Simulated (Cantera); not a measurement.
A Cantera script and what it prints.

```python
import numpy as np
import cantera as ct

gas_names = """
    Fe FeO Fe(OH)2 H HO2 H2 H2O H2O2 O OH O2 O3
""".split()
cond_names = """
    Fe(a) Fe(c) Fe(d) Fe(L) FeO(s) FeO(L) Fe(OH)2(s) Fe(OH)3(s) Fe2O3(s) Fe3O4(s) H2O(s) H2O(L)
""".split()


# ... load() reads the species with a 1 bar reference pressure and builds the phases ...
atoms = {
    'Fe3O4': {'Fe': 3, 'O': 4},
    'H2': {'H': 2},
}
top_T = {'Fe2O3(s)': 1830, 'Fe3O4(s)': 1870}  # K; cautious upper limits of use, not melting points


# ... equilibrate(T, P, feed) seeds the gas with the atoms and calls Mixture.equilibrate('TP', solver="vcs", rtol=1e-11, max_steps=5000) ...
results = []
feed = {'Fe3O4': 1, 'H2': 140}  # mol
T = 1125  # K
P = 72  # Pa
mix = equilibrate(T, P, feed)
results.append((T, P, feed, dict(zip(mix.species_names, mix.species_moles))))
print(gas.report(threshold=1e-06))
for i in range(1, mix.n_phases):
    print(f"{mix.phase(i).name:16s} {mix.phase_moles(i):12.5e} mol")
```

Output:

```
       temperature   1125 K
          pressure   72 Pa
           density   1.9037e-05 kg/m^3
  mean mol. weight   2.4731 kg/kmol
   phase of matter   gas

                          1 kg             1 kmol
                     ---------------   ---------------
          enthalpy        7.1888e+06        1.7779e+07  J
   internal energy        3.4066e+06        8.4248e+06  J
           entropy             94216        2.3301e+05  J/K
    Gibbs function       -9.8804e+07       -2.4435e+08  J
 heat capacity c_p             12575             31099  J/K
 heat capacity c_v            9213.1             22785  J/K

                      mass frac. Y      mole frac. X     chem. pot. / RT
                     ---------------   ---------------   ---------------
                 H        6.6523e-07        1.6321e-06           -12.536
                H2           0.79188           0.97143           -25.072
               H2O           0.20812          0.028571            -61.89
     [   +9 minor]        1.2335e-07        5.3662e-09

Fe(a)             3.00000e+00 mol
FeO(s)            0.00000e+00 mol
Fe(OH)2(s)        0.00000e+00 mol
Fe(OH)3(s)        0.00000e+00 mol
Fe2O3(s)          0.00000e+00 mol
Fe3O4(s)          0.00000e+00 mol
```

Cantera equilibrium calculation (NASA polynomials, part measured and part estimated; ideal gas, pure solids and liquids).
